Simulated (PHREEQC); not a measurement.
Solution (25 °C): 1.4 mmol/kgw Cu(NO3)2, 0.72 mmol/kgw HCl and 8 mmol/kgw H3BO3. Closed to the air; pH follows from the charge balance.

The numbers come from PHREEQC with the ion-association model, phreeqc.dat.

The pH is 3.17 and the ionic strength is 0.00492 mol/kgw. The specific conductance comes out as 619 µS/cm and the total alkalinity is -0.720 meq/kg.

```
species  molality  activity   log γ
-------  --------  --------  ------
H3BO3     0.00800   0.00801   0.000
NO3-      0.00280   0.00259  -0.033
Cu+2      0.00140   0.00105  -0.126
H+       0.000720  0.000673  -0.030
Cl-      0.000718  0.000666  -0.033
CuCl+     2.02e-6   1.88e-6  -0.033
CuOH+     1.68e-8   1.56e-8  -0.033
H2BO3-    7.39e-9   6.85e-9  -0.033
```

No solid was allowed to form. Complexes and solids missing from the database can't appear.
